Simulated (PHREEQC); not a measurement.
Dissolve 0.094 mol/kgw AgNO3 and 6.2e-05 mol/kgw NaCl at 75 °C. Closed to the air; pH follows from the charge balance.

Computed with PHREEQC (ion-association model, wateq4f.dat).

Each row changes one thing in this solution. This is a speciation only: nothing precipitates in the calculation.

```tsv
case	pH	Cl- (mol/kgw)	SI of Halite (NaCl)
as made	6.29	1.21e-6	-12.04
NaCl from 6.2e-05 to 6.2e-06 mol/kgw	6.29	1.21e-7	-14.04
temperature from 75 to 10 °C	6.60	4.74e-7	-12.29
AgNO3 left out	6.36	6.20e-5	-10.10
NaCl from 6.2e-05 to 5.58e-05 mol/kgw	6.29	1.09e-6	-12.13
```

Some of these states are supersaturated (in Cerargyrite, for instance). Constants without temperature data keep their 25 °C values here.
